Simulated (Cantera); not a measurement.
A closed system holds: 1 mol Pb, 0.019 mol H2O, 15 mol H2, equilibrated at 1148.15 K.

Cantera equilibrium calculation (NASA polynomials, part measured and part estimated; ideal gas, pure solids and liquids). Candidate condensed phases: H2O, Pb, PbO, PbO2, Pb3O4; 12 gas species. Rates play no part.

**Question.** What share of the Pb ends up in condensed phases as a function of P (Pa), at 10, 82, 670, 5500, 45000, 370000, 3000000?

**Answer.** 
```csv
P (Pa),Pb condensed (%),as
10,0.0,-
82,0.0,-
670,34.3,Pb(l)
5500,92.3,Pb(l)
45000,99.1,Pb(l)
370000,99.9,Pb(l)
3000000,100.0,Pb(l)
```
